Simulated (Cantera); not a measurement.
Low-pressure radical oxidation in H2/O2

A perfectly stirred reactor is fed with 29.6 % H₂, 70.4 % O₂, equivalence ratio 0.21, at 0.00330 bar; it is held at 1300 K, and followed from long to short residence time.

Computed with Cantera and GRI-Mech 3.0 (53 species, 325 reactions). Radical loss at walls, strong at low pressure, is not modelled. The temperature is held fixed by assumption; the heat of reaction is taken as removed at once.

```
τ (s)     x H₂   x O₂   x H₂O₂    x OH     x H
------  ------  -----  -------  ------  ------
0.31    0.0108  0.605  1.26e-7  0.0132  0.0352
0.16    0.0139  0.589  1.17e-7  0.0148  0.0543
0.079   0.0169  0.572  1.05e-7  0.0159  0.0755
0.040   0.0194  0.560  9.75e-8  0.0166  0.0914
0.020   0.0222  0.554  9.44e-8  0.0172   0.102
0.010   0.0264  0.553  9.58e-8  0.0178   0.107
0.0051  0.0336  0.557  1.01e-7  0.0186   0.109
```
x: mole fraction; the columns are a selection and need not sum to one.
